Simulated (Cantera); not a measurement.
Cantera run:

```python
import numpy as np
import cantera as ct

gas_names = """
    Pb SO3
""".split()
cond_names = """
    S(cr1) S(cr2) S(L) PbO(rd) PbO(yw) PbO(L)
""".split()


def load(file, names, dense=False):
    # The tables refer to 1 bar. Condensed volumes are neglected.
    table = {s.name: s for s in ct.Species.list_from_file(file)}
    out = []
    for n in names:
        d = dict(table[n].input_data)
        d["thermo"] = dict(d["thermo"], **{"reference-pressure": 1e5})
        if dense:
            d["equation-of-state"] = {"model": "constant-volume", "density": "1e6 g/cm^3"}
        out.append(ct.Species.from_dict(d))
    return out


species = {s.name: s for s in load("nasa_gas.yaml", gas_names) + load("nasa_condensed.yaml", cond_names)}
# Each term lists the table entries of one substance; the one whose range holds T is used.
reactions = {
    '3 Pb(g) + SO3(g) = S + 3 PbO':
        [(-3, ['Pb']), (-1, ['SO3']), (1, ['S(cr1)', 'S(cr2)', 'S(L)']), (3, ['PbO(rd)', 'PbO(yw)', 'PbO(L)'])],
}


def pick(names, T):
    return next(species[n] for n in names if species[n].thermo.min_temp <= T <= species[n].thermo.max_temp)


results = []
for label, terms in reactions.items():
    print(label)
    print("     T/K   dH/kJ  dS/(J/K)   dG/kJ   log10 K")
    for T in [575, 625, 675, 725, 775, 825, 875, 925, 975, 1025]:
        used = [(nu, pick(names, T)) for nu, names in terms]
        dH = sum(nu * s.thermo.h(T) for nu, s in used) / 1e6
        dS = sum(nu * s.thermo.s(T) for nu, s in used) / 1e3
        dG = dH - T * dS / 1e3
        logK = -dG * 1e6 / (ct.gas_constant * T * np.log(10))
        results.append((label, T, dH, dS, dG, logK, [s.name for _, s in used]))
        print(f"{T:8g} {dH:8.1f} {dS:8.1f} {dG:8.1f} {logK:8.2f}")
```

Result:

```
3 Pb(g) + SO3(g) = S + 3 PbO
     T/K   dH/kJ  dS/(J/K)   dG/kJ   log10 K
     575   -827.7   -504.3   -537.7    48.85
     625   -824.1   -498.3   -512.7    42.85
     675   -820.6   -492.9   -487.9    37.75
     725   -817.2   -488.1   -463.4    33.38
     775   -813.4   -483.0   -439.1    29.59
     825   -810.4   -479.2   -415.0    26.28
     875   -807.2   -475.5   -391.2    23.35
     925   -803.9   -471.8   -367.5    20.75
     975   -800.5   -468.2   -344.0    18.43
    1025   -797.1   -464.9   -320.7    16.34
```

Cantera with NASA thermochemical tables; ideal gases at 1 bar, condensed phases pure. Condensed species are held in their standard states even where they would react or evaporate.
